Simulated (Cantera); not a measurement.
Feed: 1 mol CH3OH, 0.097 mol O2, equilibrated at 1.00 bar.

Method: chemical equilibrium by Gibbs-energy minimisation in Cantera with the NASA 1993 tables (ideal gas, pure condensed phases). Candidate condensed phases: C, C6H6, C7H8, C8H18, H2O; 131 gas species. Ions and electrons are included (thermal ionisation). Rates play no part. All values below are at 4750 K.

Base state: H 0.740, CO 0.197, O 0.0361, H2 0.0239, OH 0.00215, C 0.000142, H2O 9.15e-5, CO2 7.96e-5 (mole fractions); condensed: gas only.

Q: What changes in the equilibrium state with this change: O2 from 0.097 to 0.83 mol?

A: 
| species | before | after |
|---|---|---|
| H | 0.740 | 0.577 |
| O | 0.0361 | 0.240 |
| CO | 0.197 | 0.154 |
| OH | 0.00215 | 0.0111 |
| H2 | 0.0239 | 0.0145 |
| O2 | 5.09e-5 | 0.00226 |
| C | 0.000142 | 1.66e-5 |
| CO2 | 7.96e-5 | 0.000414 |
